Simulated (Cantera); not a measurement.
Input: 1 mol Fe, 0.023 mol HCl, 0.042 mol H₂, held at 1050 °C and 81000 Pa.

Method: chemical equilibrium by Gibbs-energy minimisation in Cantera with the NASA 1993 tables (ideal gas, pure condensed phases). Candidate condensed phases: Fe, FeCl₂, FeCl₃; 11 gas species. Equilibrium is a limit: real reactors are often held back by kinetics, nucleation or transport.

What is the equilibrium state?


```
Item                                      Result
-----------------------------------  -----------
x(H₂)                                      0.696
x(HCl)                                     0.255
x(FeCl₂)                                  0.0487
x(Fe₂Cl₄)                               0.000340
x(FeCl₃)                                 1.29e-5
x(H)                                     1.47e-6
n(Fe(γ))                               0.997 mol
gas amount                           0.06498 mol
log10 activity of FeCl₂(l) (absent)        -1.44
```
